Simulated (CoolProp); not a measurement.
The numbers come from the reference Helmholtz-energy equation of state, Colonna 2008 in CoolProp. It is a short technical equation, of lower accuracy than the large ones.

Task: For dodecamethylcyclohexasiloxane (D6), give the phase and the density (kg/m³), cp (kJ/(kg K)), speed of sound (m/s), expansivity (1/kK) at 232.45 °C and 51.3 bar; 197.05 °C and 32.5 bar; 290.75 °C and 37.3 bar.

Result: 
- 232.45 °C and 51.3 bar: liquid; density 762, cp 1.97, speed of sound 412, expansivity 1.45
- 197.05 °C and 32.5 bar: liquid; density 790, cp 1.91, speed of sound 436, expansivity 1.44
- 290.75 °C and 37.3 bar: liquid; density 681, cp 2.08, speed of sound 316, expansivity 1.90
